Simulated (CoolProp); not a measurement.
A closed Brayton cycle with carbon dioxide: compressor inlet 326.15 K and 8.3 MPa, high pressure 19.1 MPa, turbine inlet 895 K, compressor efficiency 0.89, turbine efficiency 0.85, recuperator effectiveness 0 (on enthalpy, no pinch check). Each further row changes one setting.

Model: reference Helmholtz-energy equation of state, Span 1996, in CoolProp.

```csv
case,thermal efficiency (%),net work (kJ/kg),compressor to turbine work,compressor exit (K),turbine exit (K)
as stated,11.5,74.2,0.35,395.1,795.4
turbine inlet 845 K,11.5,67.3,0.37,395.1,748.8
compressor inlet 336.15 K,…,…,…,409.7,795.4
high pressure 16.2 MPa,…,61.7,0.33,…,…
recuperator effectiveness 0.5,…,74.2,0.35,395.1,795.4
```

### Question
What belongs in the gaps?

### Answer

- compressor inlet 336.15 K, thermal efficiency (%): 11.1
- compressor inlet 336.15 K, net work (kJ/kg): 69.2
- compressor inlet 336.15 K, compressor to turbine work: 0.39
- high pressure 16.2 MPa, thermal efficiency (%): 9.4
- high pressure 16.2 MPa, compressor exit (K): 381.2
- high pressure 16.2 MPa, turbine exit (K): 814.6
- recuperator effectiveness 0.5, thermal efficiency (%): 17.9
